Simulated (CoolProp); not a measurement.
Saturation properties of sulfur dioxide.

Values from CoolProp's reference Helmholtz-energy equation of state, Gao 2016.

| T (K) | p (MPa) | liquid density (kg/m³) | vapour density (kg/m³) | enthalpy of vaporisation (kJ/kg) |
|---|---|---|---|---|
| 327.4 | 0.9458 | 1280 | 25.41 | 323.8 |
| 332 | 1.069 | 1265 | 28.67 | 318.2 |
| 336.5 | 1.202 | 1250 | 32.19 | 312.4 |
| 341 | 1.346 | 1235 | 36.06 | 306.5 |
| 345.6 | [?] | 1220 | 40.41 | 300.3 |
| 350.1 | [?] | 1204 | 45.08 | 293.9 |
| 354.6 | 1.860 | 1187 | 50.21 | 287.3 |
| 359.2 | 2.063 | 1170 | 55.98 | 280.3 |
| 363.7 | 2.277 | 1152 | 62.18 | 273.1 |
| 368.2 | 2.508 | 1134 | 69.01 | 265.6 |
| 372.8 | 2.760 | 1115 | 76.72 | 257.5 |
| 377.3 | 3.025 | 1095 | [?] | 249.2 |
| 381.8 | 3.309 | 1074 | 94.30 | 240.5 |
| 386.4 | 3.619 | [?] | 104.8 | 231.0 |

Task: Complete the blanks.

Result: 
- 345.6, p (MPa): 1.506
- 350.1, p (MPa): 1.676
- 377.3, vapour density (kg/m³): 85.06
- 386.4, liquid density (kg/m³): 1052

It boils at 263.1 K under 1 atm.
